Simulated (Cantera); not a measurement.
Charge: 1 mol BN, 20 mol HF, 7.2 mol H₂, equilibrated at 1575 K and 1.33 mbar.

Cantera equilibrium calculation (NASA polynomials, part measured and part estimated; ideal gas, pure solids and liquids). Candidate condensed phases: B, BN; 31 gas species. The tables' values for BF₂ are old estimates; treat these amounts as uncertain. Kinetics and transport are ignored.

Base state: HF 0.625, H₂ 0.319, BF₃ 0.0366, N₂ 0.0184, H 0.000643, BF₂ 0.000133, BHF₂ 2.28e-5 (mole fractions); condensed: gas only.

### Question
What changes in the equilibrium state with this change: HF from 20 to 3.3 mol?

### Answer
| species | before | after |
|---|---|---|
| H₂ | 0.319 | 0.816 |
| BF₃ | 0.0366 | 0.0838 |
| N₂ | 0.0184 | 0.0473 |
| HF | 0.625 | 0.0407 |
| BF | 1.02e-6 | 0.00140 |
| BHF₂ | 2.28e-5 | 0.00204 |
| BF₂ | 0.000133 | 0.00747 |
